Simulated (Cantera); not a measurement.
An adiabatic, constant-pressure homogeneous reactor starts with CO : H₂ : CH₄ : O₂ : N₂ = 1 : 0.042 : 0.2 : 1.37 : 5.17 (molar parts), at 1050 K and 2180 Torr.

Cantera simulation using GRI-Mech 3.0 (53 species, 325 reactions); the numbers are that mechanism's predictions, not measurements.

Predict: time of steepest temperature rise; temperature at 0.200 s; equilibrium temperature; x(CO) at 0.200 s; x(H₂) at 0.200 s; x(O₂) at 0.200 s.


- time of steepest temperature rise: 4.47 ms
- temperature at 0.200 s: 2462 K
- equilibrium temperature: 2462 K
- x(CO) at 0.200 s: 0.0111 (gas-phase equilibrium 0.0111)
- x(H₂) at 0.200 s: 0.000677 (gas-phase equilibrium 0.000677)
- x(O₂) at 0.200 s: 0.0596 (gas-phase equilibrium 0.0596)
